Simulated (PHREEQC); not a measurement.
# Nickel, zinc or cadmium bath: an equilibrium model

Make-up at 25 °C: 95 mmol/kgw NiSO4, 0.12 mmol/kgw NaCl and 2.9 mmol/kgw NiCl2. Closed to the air; pH follows from the charge balance.

Model: ion-association model, wateq4f.dat, run in PHREEQC.

Each row changes one thing in this solution. Precipitation was switched off in this run.

```tsv
case	pH	ionic strength (mol/kgw)	Ni+2 (mol/kgw)	SO4-2 (mol/kgw)	NiSO4 (mol/kgw)	Cl- (mol/kgw)	SI of Morenosite (NiSO4:7H2O)
as made	6.01	0.211	0.0534	0.0506	0.0441	0.00569	-1.27
diluted 5-fold with water	6.13	0.0518	0.0131	0.0125	0.00648	0.00117	-2.11
NiSO4 from 0.095 to 0.143 mol/kgw	5.98	0.295	0.0744	0.0715	0.0710	0.00563	-1.06
NiCl2 from 0.0029 to 0.0145 mol/kgw	5.97	0.236	0.0621	0.0487	0.0460	0.0278	-1.25
NiCl2 left out	6.02	0.205	0.0513	0.0511	0.0436	0.000116	-1.28
NiSO4 from 0.095 to 0.019 mol/kgw	6.11	0.0573	0.0150	0.0122	0.00681	0.00582	-2.09
temperature from 25 to 85 °C	5.51	0.201	0.0508	0.0480	0.0468	0.00573	-1.79
```

Species that the database lacks are ignored. In wateq4f.dat the enthalpy of Ni(OH)2 has the wrong sign, so its saturation index can't be trusted away from 25 °C. Away from 25 °C the constants follow the database's enthalpies or fits; those with neither stay at their 25 °C values.
